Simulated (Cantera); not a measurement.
A perfectly stirred reactor is fed with H2 : O2 = 0.017 : 1 (molar parts), at 0.0267 bar; it is held at 1348 K, and followed from long to short residence time.

Computed with Cantera and GRI-Mech 3.0 (53 species, 325 reactions). Radical loss at walls, strong at low pressure, is not modelled.

Task: What does this change do: pressure from 0.0267 bar to 0.0160 bar?

Result: 
```
quantity                 before     after
---------------------  --------  --------
x(H2) at τ = 18.0 s     5.59e-6   7.98e-6
x(O2) at τ = 18.0 s       0.983     0.982
x(H2O) at τ = 18.0 s     0.0167    0.0166
x(H) at τ = 18.0 s      2.28e-6   6.23e-6
x(O) at τ = 18.0 s     0.000268  0.000524
x(H2) at τ = 84.0 ms   0.000129  0.000170
x(O2) at τ = 84.0 ms      0.976     0.973
x(H2O) at τ = 84.0 ms    0.0158    0.0155
x(H) at τ = 84.0 ms    0.000277  0.000484
x(O) at τ = 84.0 ms     0.00646   0.00933
```

Task: What does this change do: pressure from 0.0267 bar to 0.0320 bar?

Result: 
```tsv
quantity	before	after
x(H2) at τ = 18.0 s	5.59e-6	5.00e-6
x(O2) at τ = 18.0 s	0.983	0.983
x(H2O) at τ = 18.0 s	0.0167	0.0167
x(H) at τ = 18.0 s	2.28e-6	1.59e-6
x(O) at τ = 18.0 s	0.000268	0.000210
x(H2) at τ = 84.0 ms	0.000129	0.000117
x(O2) at τ = 84.0 ms	0.976	0.977
x(H2O) at τ = 84.0 ms	0.0158	0.0159
x(H) at τ = 84.0 ms	0.000277	0.000216
x(O) at τ = 84.0 ms	0.00646	0.00548
```
